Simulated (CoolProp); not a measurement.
A single-stage vapour-compression cycle with n-pentane: evaporating at 323.15 K (dew point), condensing at 376.15 K (bubble point), superheat 2 K, subcooling 5 K, compressor efficiency 0.7, no pressure losses. Each further row changes one setting.

The numbers come from the reference Helmholtz-energy equation of state, Thol 2019 in CoolProp.

```tsv
case	cooling COP	pressure ratio	discharge temperature (K)	refrigerating effect (kJ/kg)	volumetric capacity (kJ/m³)
as stated	3.31	3.98	376.1	226	1020
evaporating temperature 328.15 K	3.83	3.42	376.1	234	1220
condensing temperature 371.15 K	3.80	3.56	371.2	240	1080
subcooling 10 K	3.51	3.98	376.1	240	1080
superheat 12 K	3.40	3.98	380.7	245	1070
compressor efficiency 0.6	2.84	3.98	376.1	226	1020
```

The compression ends wet for: as stated; evaporating temperature 328.15 K; condensing temperature 371.15 K; subcooling 10 K; compressor efficiency 0.6.
